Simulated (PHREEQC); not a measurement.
Make-up at 73 °C: 0.078 mol/kgw Cu(NO3)2, 6.9e-05 mol/kgw ZnCl2 and 0.0094 mol/kgw Na2SO4. Closed to the air; pH follows from the charge balance.

Equilibrium calculation in PHREEQC: ion-association model, phreeqc.dat.

```yaml
pH: 3.77
ionic_strength: 0.241 mol/kgw
specific_conductance: 32500 µS/cm
density: 0.988 g/cm³
```

```csv
species,molality,activity,log γ
NO3-,0.156,0.102,-0.184
Cu+2,0.0725,0.0203,-0.554
Na+,0.0187,0.0134,-0.145
CuSO4,0.00514,0.00543,0.024
SO4-2,0.00406,0.000988,-0.614
H+,0.000217,0.000168,-0.111
Cu2(OH)2+2,0.000145,3.84e-5,-0.578
NaSO4-,0.000120,8.61e-5,-0.146
Cl-,9.78e-5,6.64e-5,-0.168
HSO4-,7.55e-5,5.41e-5,-0.144
Zn+2,6.41e-5,1.59e-5,-0.604
CuCl+,4.02e-5,2.74e-5,-0.166
ZnSO4,4.80e-6,5.07e-6,0.024
```

This is a speciation only: nothing precipitates in the calculation. Away from 25 °C the constants follow the database's enthalpies or fits; those with neither stay at their 25 °C values.
